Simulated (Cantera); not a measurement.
What does this Cantera script print?

```python
import numpy as np
import cantera as ct

gas_names = """
    Cr CrO CrO2 CrO3 H HO2 H2 H2O H2O2 O OH O2 O3
""".split()
cond_names = """
    Cr(cr) Cr(L) Cr2O3(s) Cr2O3(L) H2O(s) H2O(L)
""".split()


# ... load() reads the species with a 1 bar reference pressure and builds the phases ...
atoms = {
    'Cr': {'Cr': 1},
    'O2': {'O': 2},
    'H2': {'H': 2},
}
top_T = {}  # K; cautious upper limits of use, not melting points


# ... equilibrate(T, P, feed) seeds the gas with the atoms and calls Mixture.equilibrate('TP', solver="vcs", rtol=1e-11, max_steps=5000) ...
results = []
feed = {'Cr': 1, 'O2': 0.11, 'H2': 220}  # mol
T = 2548.15  # K
P = 100000  # Pa
mix = equilibrate(T, P, feed)
results.append((T, P, feed, dict(zip(mix.species_names, mix.species_moles))))
x = sorted(zip(gas.X, gas.species_names), reverse=True)
print(f"T = {T:g} K  P = {P:g} Pa  gas = {mix.phase_moles(0):.4g} mol")
print("   x: " + "  ".join(f"{s} {v:.3e}" for v, s in x if v > 0.0001))
print("   condensed (mol): " + ("  ".join(f"{mix.phase(i).name} {mix.phase_moles(i):.4g}"
      for i in range(1, mix.n_phases) if mix.phase_moles(i) > 1e-12) or "none"))
```

It prints:

```
T = 2548.15 K  P = 100000 Pa  gas = 224.4 mol
   x: H2 9.642e-01  H 3.039e-02  Cr 4.451e-03  H2O 9.687e-04
   condensed (mol): none
```

These are equilibrium values from Cantera (NASA tables, ideal gas, pure condensed phases), not measurements of a reactor.
